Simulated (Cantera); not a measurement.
**Pyrogenic steam for wet oxidation**

A perfectly stirred reactor is fed with 25.6 % H2, 29.8 % O2, 44.6 % N2, equivalence ratio 0.43, at 0.650 bar; it is held at 1400 K, and followed from long to short residence time.

Detailed kinetics in Cantera: the H2/O2 subset of GRI-Mech 3.0, which has no nitrogen chemistry. The temperature is held fixed by assumption; the heat of reaction is taken as removed at once.

| τ (s) | x H2 | x O2 | x H | x H2O2 | x H2O |
|---|---|---|---|---|---|
| 1.7 | 4.29e-5 | 0.194 | 8.24e-7 | 1.93e-7 | 0.293 |
| 0.66 | 8.05e-5 | 0.194 | 2.13e-6 | 3.07e-7 | 0.293 |
| 0.26 | 0.000149 | 0.194 | 5.45e-6 | 4.74e-7 | 0.293 |
| 0.10 | 0.000281 | 0.194 | 1.43e-5 | 7.25e-7 | 0.293 |
| 0.041 | 0.000506 | 0.194 | 3.52e-5 | 1.06e-6 | 0.292 |
| 0.016 | 0.000936 | 0.194 | 9.09e-5 | 1.54e-6 | 0.291 |
| 0.0064 | 0.00169 | 0.194 | 0.000228 | 2.17e-6 | 0.290 |
| 0.0025 | 0.00304 | 0.194 | 0.000582 | 3.03e-6 | 0.288 |
| 0.0010 | 0.00533 | 0.194 | 0.00144 | 4.08e-6 | 0.284 |
| 0.00040 | 0.00917 | 0.194 | 0.00348 | 5.31e-6 | 0.277 |
x: mole fraction; the columns are a selection and need not sum to one.
